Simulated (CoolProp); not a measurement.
Properties of CF4 (R14) at several states (Tc = 227.4 K, pc = 3.762 MPa, ω = 0.178).

Computed with CoolProp (reference Helmholtz-energy equation of state, Platzer 1990). This equation is an older, rougher fit.

```csv
T (K),p (MPa),phase,cv (kJ/(kg K)),speed of sound (m/s),isothermal compressibility (1/MPa),viscosity (µPa s)
257.6,0.85,gas,0.5413,163.3,1.244,15.7
180,0.263,gas,0.4151,139.8,4.012,11.0
222.4,0.275,gas,0.4812,155.7,3.739,13.4
```

Viscosity comes from a separate model (Huber 2003), an estimate that may be off by 10 % or more.
